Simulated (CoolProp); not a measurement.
Vapour-liquid equilibrium of CHF3 (R23) (1) + R125 (2) at -13.55 °C; x and y are mole fractions of (1).

The numbers come from the multi-fluid Helmholtz-energy mixture model, Penoncello 2003 and Lemmon 2005; pair parameters Bell 2016 in CoolProp.

Give the bubble pressure and the first vapour's composition at x = 0.05, 0.8, 0.95. Is there an azeotrope?

x = 0.05: 4.794 bar, y = 0.141; x = 0.8: 14.10 bar, y = 0.917; x = 0.95: 16.24 bar, y = 0.980. No azeotrope shows between x = 0.05 and 0.95.

The pair parameters rest on a limited set of measurements; away from them the model extrapolates.
